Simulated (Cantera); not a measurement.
Input: 1 mol CH3Cl, 0.084 mol F2, 0.14 mol H2, held at 1.90 Pa.

Equilibrium computed with Cantera from the NASA thermochemical tables; the gas is ideal and each condensed phase is pure. Candidate condensed phases: C, C6H6, C7H8, C8H18; 118 gas species. Equilibrium is a limit: real reactors are often held back by kinetics, nucleation or transport.

x: gas mole fraction; n: condensed amount in mol.

```json
[
 {"T (K)": "2325", "x H": "0.636", "x Cl": "0.224", "x C": "0.000658", "x H2": "0.0635", "x C3": "0.00139", "x HF": "0.0423", "x HCl": "0.0311", "x F": "0.000543", "x C2": "0.000124", "n C(graphite)": "0.976"},
 {"T (K)": "2400", "x H": "0.673", "x Cl": "0.227", "x C": "0.00209", "x H2": "0.0341", "x C3": "0.00516", "x HF": "0.0396", "x HCl": "0.0161", "x F": "0.00125", "x C2": "0.000467", "n C(graphite)": "0.919"},
 {"T (K)": "2475", "x H": "0.684", "x Cl": "0.225", "x C": "0.00619", "x H2": "0.0176", "x C3": "0.0177", "x HF": "0.0363", "x HCl": "0.00815", "x F": "0.00277", "x C2": "0.00162", "n C(graphite)": "0.725"},
 {"T (K)": "2550", "x H": "0.659", "x Cl": "0.213", "x C": "0.0172", "x H2": "0.00847", "x C3": "0.0561", "x HF": "0.0306", "x HCl": "0.00389", "x F": "0.00564", "x C2": "0.00521", "n C(graphite)": "0.0828"},
 {"T (K)": "2625", "x H": "0.656", "x Cl": "0.209", "x C": "(withheld)", "x H2": "(withheld)", "x C3": "0.0543", "x HF": "(withheld)", "x HCl": "(withheld)", "x F": "(withheld)", "x C2": "(withheld)", "n C(graphite)": "0"},
 {"T (K)": "2700", "x H": "0.651", "x Cl": "0.205", "x C": "0.0512", "x H2": "0.00249", "x C3": "0.0448", "x HF": "0.0182", "x HCl": "0.00113", "x F": "0.0160", "x C2": "0.00935", "n C(graphite)": "0"},
 {"T (K)": "2775", "x H": "0.642", "x Cl": "0.200", "x C": "(withheld)", "x H2": "(withheld)", "x C3": "(withheld)", "x HF": "(withheld)", "x HCl": "(withheld)", "x F": "(withheld)", "x C2": "0.0107", "n C(graphite)": "0"},
 {"T (K)": "2850", "x H": "0.629", "x Cl": "0.194", "x C": "0.112", "x H2": "0.000795", "x C3": "0.0203", "x HF": "0.00690", "x HCl": "0.000357", "x F": "0.0254", "x C2": "0.0106", "n C(graphite)": "0"},
 {"T (K)": "2925", "x H": "0.617", "x Cl": "0.189", "x C": "0.142", "x H2": "0.000465", "x C3": "0.00981", "x HF": "0.00388", "x HCl": "0.000209", "x F": "0.0277", "x C2": "0.00887", "n C(graphite)": "0"}
]
```

Question: What belongs in the gaps?

Answer: 
- 2625, x C: 0.0310
- 2625, x H2: 0.00453
- 2625, x HF: 0.0249
- 2625, x HCl: 0.00206
- 2625, x F: 0.0103
- 2625, x C2: 0.00744
- 2775, x C: 0.0790
- 2775, x H2: 0.00140
- 2775, x C3: 0.0330
- 2775, x HF: 0.0117
- 2775, x HCl: 0.000628
- 2775, x F: 0.0215
